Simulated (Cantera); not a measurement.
A diamond (100) surface in a fixed gas of H2 with x(CH4) = 0.0067, x(H) = 0.00082, at 1225 K, 0.0710 bar; coverages are run to steady state.

Computed with Cantera and the Harris–Goodwin 1993 mechanism for the reconstructed diamond (100) surface.

One state of this run: growth (µm/h) = 0.198; θ c6HH = 0.459; θ c6H* = 0.0392; θ c6*H = 0.479; θ c6** = 0.0227; θ c6HM = 0.000335. θ: site fractions in the mechanism's names (c6HH fully hydrogenated, c6H* and c6*H radical sites, c6** diradical, c6HM methylated).

Task: Which value of x(CH3) does it belong to?
A) 5.1e-06
B) 2.6e-05
C) 6e-05
D) 0.00014

Result: B, 2.6e-05
